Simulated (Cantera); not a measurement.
## Reactions in the system Cl-H-Sr

Cantera with NASA thermochemical tables; ideal gases at 1 bar, condensed phases pure. Values are per mole of reaction as written; species without (g) are pure solids or liquids, kept so even where they would boil at 1 bar.

H₂(g) + SrCl₂ → 2 HCl(g) + Sr

```tsv
T (K)	ΔH° (kJ)	ΔS° (J/K)	ΔG° (kJ)	log10 K	condensed phases
448	641.1	174.7	562.8	-65.62	SrCl₂(s), Sr(s)
548	638.7	170.0	545.6	-52.00	SrCl₂(s), Sr(s)
648	636.3	165.9	528.8	-42.62	SrCl₂(s), Sr(s)
748	633.7	162.2	512.4	-35.78	SrCl₂(s), Sr(s)
848	631.6	159.6	496.3	-30.57	SrCl₂(s), Sr(s)
948	628.2	155.7	480.5	-26.48	SrCl₂(s), Sr(s)
1048	625.3	152.5	465.4	-23.20	SrCl₂(s), Sr(l)
1148	603.9	133.6	450.4	-20.49	SrCl₂(l), Sr(l)
1248	600.5	130.9	437.2	-18.30	SrCl₂(l), Sr(l)
1348	597.2	128.3	424.2	-16.44	SrCl₂(l), Sr(l)
1448	594.0	126.0	411.5	-14.85	SrCl₂(l), Sr(l)
```
